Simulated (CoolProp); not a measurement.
The numbers come from the reference Helmholtz-energy equation of state, Akasaka 2022 in CoolProp.

**Question.** Give the vapour pressure (MPa), liquid density (kg/m³), vapour density (kg/m³), enthalpy of vaporisation (kJ/kg) of saturated R1233zd(E) at -40.65, -31.35, -12.95 °C.

**Answer.** 
| T (°C) | p (MPa) | liquid density (kg/m³) | vapour density (kg/m³) | enthalpy of vaporisation (kJ/kg) |
|---|---|---|---|---|
| -40.65 | 0.00559 | 1410 | 0.379 | 221 |
| -31.35 | 0.00990 | 1390 | 0.647 | 217 |
| -12.95 | 0.0266 | 1350 | 1.63 | 209 |
